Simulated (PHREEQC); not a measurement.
Dissolve 0.11 mol H3BO3 per kg of water at 25 °C. Closed to the air; pH follows from the charge balance.

All values are PHREEQC results (ion-association model, phreeqc.dat), not measurements.

Precipitation was switched off in this run.

**Question.** What pH, ionic strength does the model give?

**Answer.** pH 5.10; ionic strength 7.98e-6 mol/kgw.
